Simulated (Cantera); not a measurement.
## Iron carbonyl, mercury and lead vapours: Fe(CO)5 + O2 + H2

Feed: 1 mol Fe(CO)5, 1.7 mol O2, 3.1 mol H2, equilibrated at 973 K.

Method: chemical equilibrium by Gibbs-energy minimisation in Cantera with the NASA 1993 tables (ideal gas, pure condensed phases). Candidate condensed phases: C, C6H6, C7H8, C8H18, Fe, Fe(CO)5, FeO, Fe(OH)2, Fe(OH)3, Fe2O3, Fe3O4, H2O; 114 gas species. The tables' stoichiometric FeO is somewhat more stable than real wüstite, so its field is too wide. FeO: taken at fixed stoichiometry. Kinetics and transport are ignored.

| P (Pa) | x CO | x CO2 | x H2 | x H2O | x CH4 | x C2H6 | x HCOOH | x HCHO (formaldehyde) | n FeO(s) | n C(graphite) |
|---|---|---|---|---|---|---|---|---|---|---|
| 10 | 0.412 | 0.206 | 0.292 | 0.0906 | 9.06e-11 | <1e-12 | 4.65e-12 | 6.81e-12 | 1.00 | 0 |
| 52 | 0.412 | 0.206 | 0.292 | 0.0906 | 2.45e-9 | <1e-12 | 2.42e-11 | 3.54e-11 | 1.00 | 0 |
| 270 | 0.412 | 0.206 | 0.292 | 0.0906 | 6.60e-8 | <1e-12 | 1.26e-10 | 1.84e-10 | 1.00 | 0 |
| 1400 | 0.412 | 0.206 | 0.292 | 0.0906 | 1.78e-6 | <1e-12 | 6.51e-10 | 9.53e-10 | 1.00 | 0 |
| 7200 | 0.412 | 0.206 | 0.292 | 0.0906 | 4.69e-5 | 1.04e-12 | 3.35e-9 | 4.90e-9 | 1.00 | 0 |
| 37000 | 0.410 | 0.207 | 0.290 | 0.0909 | 0.00121 | 6.94e-10 | 1.72e-8 | 2.49e-8 | 1.00 | 0 |
| 190000 | 0.361 | 0.249 | 0.262 | 0.112 | 0.0167 | 1.47e-7 | 9.57e-8 | 1.02e-7 | 1.00 | 0.221 |
| 1000000 | 0.192 | 0.370 | 0.181 | 0.216 | 0.0420 | 1.35e-6 | 5.17e-7 | 1.96e-7 | 1.00 | 1.11 |
x: gas mole fraction; n: condensed amount in mol.

From 10.0 Pa to 0.370 bar the condensed part is FeO(s). From 1.90 bar to 10.0 bar the condensed part is C(graphite) + FeO(s).
